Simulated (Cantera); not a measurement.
# Gas activation for diamond growth

A perfectly stirred reactor is fed with 0.338 % CH4, 99.4 % H2, 0.249 % CO2, at 10.00 Torr; it is held at 2323 K, and followed from long to short residence time.

Computed with Cantera and GRI-Mech 3.0 (53 species, 325 reactions). Radical loss at walls, strong at low pressure, is not modelled.

| τ (s) | x CH4 | x H2 | x CO2 | x C2H4 | x H2O2 | x H2O |
|---|---|---|---|---|---|---|
| 0.89 | 6.09e-5 | 0.943 | 1.85e-6 | 4.82e-8 | <1e-12 | 0.000773 |
| 0.46 | 0.000126 | 0.953 | 3.96e-6 | 1.03e-7 | <1e-12 | 0.00125 |
| 0.23 | 0.000255 | 0.962 | 8.99e-6 | 2.19e-7 | <1e-12 | 0.00173 |
| 0.12 | 0.000466 | 0.967 | 1.99e-5 | 4.26e-7 | <1e-12 | 0.00205 |
| 0.062 | 0.000808 | 0.972 | 4.55e-5 | 7.97e-7 | <1e-12 | 0.00223 |
| 0.032 | 0.00132 | 0.976 | 0.000106 | 1.35e-6 | <1e-12 | 0.00227 |
| 0.016 | 0.00200 | 0.980 | 0.000261 | 1.88e-6 | <1e-12 | 0.00217 |
| 0.0083 | 0.00262 | 0.984 | 0.000616 | 1.73e-6 | <1e-12 | 0.00185 |
| 0.0042 | 0.00301 | 0.988 | 0.00131 | 9.79e-7 | <1e-12 | 0.00116 |
x: mole fraction; the columns are a selection and need not sum to one.
